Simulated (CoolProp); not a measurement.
A single-stage vapour-compression cycle with nitrous oxide: evaporating at 202.15 K (dew point), condensing at 253.15 K (bubble point), superheat 2 K, subcooling 0 K, compressor efficiency 0.6, no pressure losses. Each further row changes one setting.

Computed with CoolProp (reference Helmholtz-energy equation of state, Lemmon 2006). It is a short technical equation, of lower accuracy than the large ones.

```
case                              cooling COP  pressure ratio  discharge temperature (K)  refrigerating effect (kJ/kg)  volumetric capacity (kJ/m³)
--------------------------------  -----------  --------------  -------------------------  ----------------------------  ---------------------------
as stated                                 [?]            6.92                      380.3                           262                         1850
evaporating temperature 207.15 K          [?]            5.46                      362.9                           264                          [?]
condensing temperature 248.15 K          2.03            5.94                        [?]                           272                         1920
subcooling 5 K                            [?]            6.92                      380.3                           272                         1920
superheat 12 K                            [?]            6.92                        [?]                           270                          [?]
compressor efficiency 0.5                1.48            6.92                      409.3                           262                         1850
```

Q: Some entries are withheld; supply them.

A: 
- as stated, cooling COP: 1.77
- evaporating temperature 207.15 K, cooling COP: 2.07
- evaporating temperature 207.15 K, volumetric capacity (kJ/m³): 2340
- condensing temperature 248.15 K, discharge temperature (K): 364.7
- subcooling 5 K, cooling COP: 1.84
- superheat 12 K, cooling COP: 1.73
- superheat 12 K, discharge temperature (K): 396.9
- superheat 12 K, volumetric capacity (kJ/m³): 1810
